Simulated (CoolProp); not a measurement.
Vapour-liquid equilibrium of diethyl ether (1) + benzene (2) at 5.38 bar; x and y are mole fractions of (1).

The numbers come from the multi-fluid Helmholtz-energy mixture model, Thol 2014 and Thol 2012; pair parameters Bell 2016 in CoolProp.

| x | bubble temperature, mixture model (K) | bubble temperature, Raoult's law (K) | y, mixture model | y, Raoult's law |
|---|---|---|---|---|
| 0.05 | 414.9 | 414.5 | 0.123 | 0.142 |
| 0.125 | 408.8 | 408.0 | 0.280 | 0.314 |
| 0.2 | 403.3 | 402.2 | 0.408 | 0.449 |
| 0.275 | 398.3 | 397.0 | 0.515 | 0.557 |
| 0.35 | 393.7 | 392.3 | 0.604 | 0.645 |
| 0.425 | 389.4 | 388.1 | 0.680 | 0.717 |
| 0.5 | 385.4 | 384.2 | 0.744 | 0.776 |
| 0.575 | 381.8 | 380.6 | 0.799 | 0.827 |
| 0.65 | 378.3 | 377.3 | 0.847 | 0.869 |
| 0.725 | 375.1 | 374.3 | 0.888 | 0.905 |
| 0.8 | 372.1 | 371.5 | 0.924 | 0.936 |
| 0.875 | 369.2 | 368.8 | 0.956 | 0.963 |
| 0.95 | 366.5 | 366.4 | 0.983 | 0.986 |

The largest gap from Raoult's law is +1.4 K in bubble temperature, at x = 0.35. No azeotrope shows between x = 0.05 and 0.95.

Pair parameters are fitted to limited data, so mixtures are less certain than the pure fluids.
